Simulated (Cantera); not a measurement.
## Abatement and gas-phase synthesis: S + H2 + N2

Input: 1 mol S, 0.19 mol H2, 11 mol N2, held at 10.5 Torr.

Method: chemical equilibrium by Gibbs-energy minimisation in Cantera with the NASA 1993 tables (ideal gas, pure condensed phases). Candidate condensed phases: S; 28 gas species. Ions and electrons are included (thermal ionisation). Rates play no part.

From 2000 K to 5000 K nothing is condensed.

```tsv
T (K)	x N2	x N	x S	x S2	x H	x H2	x SH
2000	0.938	7.38e-9	0.00531	0.0390	0.00165	0.0143	0.00169
2250	0.928	1.82e-7	0.0203	0.0309	0.00673	0.0115	0.00220
2500	0.911	2.36e-6	0.0477	0.0166	0.0169	0.00635	0.00178
2750	0.896	1.92e-5	0.0700	0.00529	0.0261	0.00204	0.000782
3000	0.890	0.000111	0.0780	0.00133	0.0295	0.000490	0.000251
3250	0.889	0.000492	0.0799	0.000362	0.0304	0.000125	8.28e-5
3500	0.887	0.00176	0.0804	0.000115	0.0306	3.75e-5	3.08e-5
3750	0.884	0.00534	0.0804	4.20e-5	0.0306	1.30e-5	1.29e-5
4000	0.875	0.0140	0.0801	1.72e-5	0.0305	5.11e-6	5.99e-6
4250	0.858	0.0328	0.0794	7.76e-6	0.0302	2.21e-6	2.99e-6
4500	0.823	0.0690	0.0779	3.73e-6	0.0296	1.03e-6	1.58e-6
4750	0.764	0.132	0.0752	1.87e-6	0.0287	5.01e-7	8.59e-7
5000	0.671	0.230	0.0711	9.53e-7	0.0272	2.50e-7	4.72e-7
```
x: gas mole fraction; nothing condenses.
